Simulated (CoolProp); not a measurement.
Vapour-liquid equilibrium of sulfur hexafluoride (1) + CH2F2 (R32) (2) at 6.97 bar; x and y are mole fractions of (1).

Model: multi-fluid Helmholtz-energy mixture model, Guder 2009 and Tillner-Roth 1997; pair parameters Bell 2016, in CoolProp.

| x | bubble temperature (K) | y at the bubble point | dew temperature at overall composition x (K) | liquid density (mol/L) |
|---|---|---|---|---|
| 0.05 | 257.9 | 0.308 | [?] | 20.27 |
| 0.15 | 248.1 | 0.538 | 263.6 | 19.08 |
| 0.25 | [?] | 0.595 | [?] | 17.72 |
| 0.35 | 244.8 | 0.610 | 256.2 | [?] |
| 0.45 | 244.7 | 0.614 | 252.1 | 15.37 |
| 0.55 | 244.6 | 0.618 | [?] | 14.44 |
| 0.65 | 244.6 | 0.630 | 244.7 | [?] |
| 0.75 | 244.8 | 0.657 | 246.8 | 13.02 |
| 0.85 | 246.0 | 0.717 | [?] | 12.44 |
| 0.95 | 249.7 | 0.860 | 252.1 | 11.87 |

Problem. Some entries are withheld; supply them.

Solution. 
- 0.05, dew temperature at overall composition x (K): 266.8
- 0.25, bubble temperature (K): 245.4
- 0.25, dew temperature at overall composition x (K): 260.0
- 0.35, liquid density (mol/L): 16.47
- 0.55, dew temperature at overall composition x (K): 247.5
- 0.65, liquid density (mol/L): 13.67
- 0.85, dew temperature at overall composition x (K): 249.4

y crosses x between x = 0.55 and 0.65: the model has an azeotrope there.

Pair parameters are fitted to limited data, so mixtures are less certain than the pure fluids. With so large a gap from Raoult's law the liquid may split in two, which this calculation doesn't test in full.
